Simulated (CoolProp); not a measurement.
Vapour-liquid equilibrium of CH2F2 (R32) (1) + R236EA (2) at -23.55 °C; x and y are mole fractions of (1).

Values from CoolProp's multi-fluid Helmholtz-energy mixture model, Tillner-Roth 1997 and Rui 2013; pair parameters Bell 2016.

```tsv
x	bubble pressure, mixture model (kPa)	bubble pressure, Raoult's law (kPa)	y, mixture model	y, Raoult's law
0.05	39.49	41.69	0.387	0.425
0.2	84.48	91.02	0.752	0.778
0.35	131.8	140.4	0.868	0.883
0.5	180.7	189.7	0.924	0.933
0.65	230.9	239.0	0.957	0.963
0.8	282.7	288.3	0.980	0.982
0.95	336.1	337.7	0.996	0.996
```

The largest gap from Raoult's law is -7.2 % in bubble pressure, at x = 0.2. No azeotrope shows between x = 0.05 and 0.95.

The pair parameters rest on a limited set of measurements; away from them the model extrapolates.
